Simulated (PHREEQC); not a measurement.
A PHREEQC speciation (ion-association model, wateq4f.dat) at 25 °C gives pH 6.10 and these molalities:

| species | mol/kgw |
|---|---|
| Na+ | 0.388 |
| SO4-2 | 0.200 |
| NaSO4- | 0.0725 |
| FeSO4 | 0.0519 |
| Fe+2 | 0.0431 |
| Cd(SO4)2-2 | 0.000514 |
| CdSO4 | 0.000357 |
| Cd+2 | 0.000129 |
| FeOH+ | 5.75e-6 |
| HSO4- | 4.29e-6 |
| H+ | 1.06e-6 |
| FeHSO4+ | 4.28e-7 |

### Question
What are the element totals, and what could have been dissolved in 1 kg of water to give them?

### Answer
Several could match; the one computed here: totals Cd 0.00100, Fe(2) 0.0950, Na 0.460, S(6) 0.326 mol/kgw, from 0.001 mol/kgw CdSO4, 0.23 mol/kgw Na2SO4 and 0.095 mol/kgw FeSO4.

No solid was allowed to form. The ionic strength is past about 0.7 mol/kgw, beyond the range of this activity model, so the values are rough.
